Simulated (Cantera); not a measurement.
A perfectly stirred reactor is fed with 4.15 % H2, 95.8 % O2, equivalence ratio 0.022, at 0.0263 atm; it is held at 1175 K, and followed from long to short residence time.

Model: the H2/O2 subset of GRI-Mech 3.0, which has no nitrogen chemistry, integrated in Cantera. Radical loss at walls, strong at low pressure, is not modelled. The temperature is held fixed by assumption; the heat of reaction is taken as removed at once.

x: mole fraction; the columns are a selection and need not sum to one.

```json
[
 {"τ (s)": "9.6", "x H2": "2.85e-5", "x O2": "0.957", "x H": "5.66e-6", "x OH": "0.000274", "x O": "0.000267", "x H2O": "0.0422"},
 {"τ (s)": "3.0", "x H2": "5.80e-5", "x O2": "0.957", "x H": "1.80e-5", "x OH": "0.000404", "x O": "0.000575", "x H2O": "0.0421"},
 {"τ (s)": "0.96", "x H2": "0.000114", "x O2": "0.956", "x H": "5.54e-5", "x OH": "0.000592", "x O": "0.00121", "x H2O": "0.0419"},
 {"τ (s)": "0.30", "x H2": "[?]", "x O2": "0.955", "x H": "[?]", "x OH": "[?]", "x O": "[?]", "x H2O": "0.0416"},
 {"τ (s)": "0.095", "x H2": "0.000436", "x O2": "0.952", "x H": "0.000494", "x OH": "0.00128", "x O": "0.00495", "x H2O": "0.0409"},
 {"τ (s)": "0.030", "x H2": "0.000848", "x O2": "0.947", "x H": "0.00131", "x OH": "0.00184", "x O": "0.00904", "x H2O": "0.0397"},
 {"τ (s)": "0.0095", "x H2": "[?]", "x O2": "0.941", "x H": "[?]", "x OH": "[?]", "x O": "[?]", "x H2O": "0.0375"},
 {"τ (s)": "0.0030", "x H2": "0.00358", "x O2": "0.936", "x H": "0.00510", "x OH": "0.00348", "x O": "0.0179", "x H2O": "0.0339"}
]
```

Fill in the missing entries.


- 0.30, x H2: 0.000225
- 0.30, x H: 0.000170
- 0.30, x OH: 0.000874
- 0.30, x O: 0.00251
- 0.0095, x H2: 0.00169
- 0.0095, x H: 0.00292
- 0.0095, x OH: 0.00258
- 0.0095, x O: 0.0142
